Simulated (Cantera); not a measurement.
Input (Python, Cantera) and output of one run.

```python
import numpy as np
import cantera as ct

gas_names = """
    NH3 CrO3 OH O3
""".split()
cond_names = """
    Cr2N(s)
""".split()


# ... load() reads the species with a 1 bar reference pressure and builds the phases ...
species = {s.name: s for s in load("nasa_gas.yaml", gas_names) + load("nasa_condensed.yaml", cond_names)}
# Each term lists the table entries of one substance; the one whose range holds T is used.
reactions = {
    'NH3(g) + 2 CrO3(g) = 3 OH(g) + Cr2N + O3(g)':
        [(-1, ['NH3']), (-2, ['CrO3']), (3, ['OH']), (1, ['Cr2N(s)']), (1, ['O3'])],
}


def pick(names, T):
    return next(species[n] for n in names if species[n].thermo.min_temp <= T <= species[n].thermo.max_temp)


results = []
for label, terms in reactions.items():
    print(label)
    print("     T/K   dH/kJ  dS/(J/K)   dG/kJ   log10 K")
    for T in [300, 525, 600, 675, 750, 825, 900]:
        used = [(nu, pick(names, T)) for nu, names in terms]
        dH = sum(nu * s.thermo.h(T) for nu, s in used) / 1e6
        dS = sum(nu * s.thermo.s(T) for nu, s in used) / 1e3
        dG = dH - T * dS / 1e3
        logK = -dG * 1e6 / (ct.gas_constant * T * np.log(10))
        results.append((label, T, dH, dS, dG, logK, [s.name for _, s in used]))
        print(f"{T:8g} {dH:8.1f} {dS:8.1f} {dG:8.1f} {logK:8.2f}")
```

It prints:

```
NH3(g) + 2 CrO3(g) = 3 OH(g) + Cr2N + O3(g)
     T/K   dH/kJ  dS/(J/K)   dG/kJ   log10 K
     300    766.1    130.3    727.0  -126.58
     525    774.8    152.4    694.8   -69.13
     600    777.0    156.4    683.2   -59.48
     675    779.1    159.5    671.4   -51.95
     750    781.0    162.2    659.3   -45.92
     825    782.8    164.5    647.1   -40.97
     900    784.6    166.6    634.6   -36.83
```

Source: NASA polynomial tables (part measured, part estimated), evaluated in Cantera. Condensed species are held in their standard states even where they would react or evaporate.
